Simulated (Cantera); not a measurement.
An isothermal, constant-pressure homogeneous reactor starts with CH4 : H2 = 0.04 : 1 (molar parts), at 1575 K and 100.0 Torr. Integrator tolerance rtol = 1e-08.

Detailed kinetics in Cantera: GRI-Mech 3.0 (53 species, 325 reactions). GRI-Mech 3.0 stops at C3 and has no aromatics, soot or wall deposition, so with more carbon than oxygen in the feed, carbon stays in small species such as C2H2 where larger ones or solid carbon would form.

| quantity | before | after |
|---|---|---|
| x(CH4) at 5.00 s | 0.0157 (gas-phase equilibrium 0.00624) | 0.0201 (gas-phase equilibrium 0.00147) |
| x(H2) at 5.00 s | 0.973 (gas-phase equilibrium 0.978) | 0.971 (gas-phase equilibrium 0.980) |
| x(C2H) at 5.00 s | 3.51e-9 (gas-phase equilibrium 5.16e-9) | 5.73e-9 (gas-phase equilibrium 1.29e-8) |
| x(C2H2) at 5.00 s | 0.0108 (gas-phase equilibrium 0.0152) | 0.00875 (gas-phase equilibrium 0.0177) |
| x(C2H6) at 5.00 s | 6.00e-7 (gas-phase equilibrium 1.79e-7) | 8.15e-7 (gas-phase equilibrium 9.91e-9) |
| x(CH3) at 5.00 s | 3.54e-5 (gas-phase equilibrium 1.47e-5) | 9.11e-5 (gas-phase equilibrium 7.41e-6) |

### Question
Name the change that produced these shifts.
A) H2 1 to 0.39 parts
B) pressure from 100.0 Torr to 21.8 Torr
C) CH4 0.04 to 0.0051 parts
D) pressure from 100.0 Torr to 173 Torr

### Answer
B, pressure from 100.0 Torr to 21.8 Torr
